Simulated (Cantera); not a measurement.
Feed: 1 mol CCl₄, 1.8 mol HCl, equilibrated at 2900 °C and 1330 Pa.

These are equilibrium values from Cantera (NASA tables, ideal gas, pure condensed phases), not measurements of a reactor. Candidate condensed phases: C, C₆H₆, C₇H₈, C₈H₁₈; 91 gas species. The tables' values for CCl are old estimates; treat these amounts as uncertain. Equilibrium is a limit: real reactors are often held back by kinetics, nucleation or transport.

Q: What is the equilibrium state?

A: 
```
Item                                       Result
--------------------------------------  ---------
x(Cl)                                       0.720
x(H)                                        0.182
x(HCl)                                     0.0380
x(C₃)                                      0.0339
x(C)                                       0.0114
x(H₂)                                     0.00648
x(C₂)                                     0.00563
x(C₂H)                                    0.00158
x(C₅)                                    0.000408
gas amount                              7.650 mol
log10 activity of C(graphite) (absent)      -0.20
```
